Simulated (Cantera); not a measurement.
A perfectly stirred reactor is fed with 98.9 % N2O, 1.09 % H2O, at 0.370 bar; it is held at 1050 K, and followed from long to short residence time.

Model: GRI-Mech 3.0 (53 species, 325 reactions), integrated in Cantera. GRI-Mech 3.0 was tuned for natural gas; its chemistry of N2O as a main component is partial and can be far from experiment. The mechanism lacks the step 2 NO + O2 → 2 NO2, which can matter for NO2 below about 1400 K. The temperature is held fixed by assumption; the heat of reaction is taken as removed at once.

x: mole fraction; the columns are a selection and need not sum to one.

| τ (s) | x N2O | x H2O | x H2 | x N2 | x O |
|---|---|---|---|---|---|
| 4.1 | 0.937 | 0.0107 | 7.56e-10 | 0.0339 | 1.13e-7 |
| 1.6 | 0.968 | 0.0108 | 9.69e-10 | 0.0137 | 1.18e-7 |
| 0.64 | 0.981 | 0.0108 | ___ | ___ | 1.21e-7 |
| 0.25 | 0.986 | 0.0109 | 1.61e-9 | 0.00220 | 1.24e-7 |
| 0.10 | 0.988 | 0.0109 | ___ | ___ | 1.26e-7 |
| 0.040 | 0.989 | 0.0109 | 7.97e-10 | 0.000351 | 1.27e-7 |
| 0.016 | 0.989 | 0.0109 | 2.96e-10 | 0.000139 | 1.27e-7 |
| 0.0062 | 0.989 | 0.0109 | 6.84e-11 | 5.38e-5 | 1.26e-7 |
| 0.0025 | 0.989 | 0.0109 | 1.28e-11 | 2.16e-5 | 1.26e-7 |
| 0.00097 | 0.989 | 0.0109 | 1.71e-12 | 8.29e-6 | 1.23e-7 |
| 0.00039 | 0.989 | 0.0109 | <1e-12 | 3.27e-6 | 1.18e-7 |

### Question
Fill in the missing entries.

### Answer

- 0.64, x H2: 1.31e-9
- 0.64, x N2: 0.00560
- 0.10, x H2: 1.40e-9
- 0.10, x N2: 0.000880
